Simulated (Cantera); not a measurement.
Cu + HF + H₂ (aluminium and copper etching)

Input: 1 mol Cu, 2.8 mol HF, 3.4 mol H₂, equilibrated at 1000 Pa.

These are equilibrium values from Cantera (NASA tables, ideal gas, pure condensed phases), not measurements of a reactor. Candidate condensed phases: Cu, CuF₂; 15 gas species. Equilibrium is a limit: real reactors are often held back by kinetics, nucleation or transport.

```csv
T (K),x H₂,x HF,x Cu,x H,n Cu(s),n Cu(l)
473,0.548,0.452,<1e-12,<1e-12,1.00,0
623,0.548,0.452,<1e-12,<1e-12,1.00,0
773,0.548,0.452,<1e-12,6.72e-12,1.00,0
923,0.548,0.452,5.48e-11,1.81e-9,1.00,0
1073,0.548,0.452,2.38e-8,1.04e-7,1.00,0
1223,0.548,0.452,2.29e-6,2.23e-6,1.000,0
1373,0.548,0.452,7.90e-5,2.47e-5,0,0.999
1523,0.548,0.451,0.00120,0.000171,0,0.992
```
x: gas mole fraction; n: condensed amount in mol.

From 473 K to 1223 K the condensed part is Cu(s). From 1373 K to 1523 K the condensed part is Cu(l).
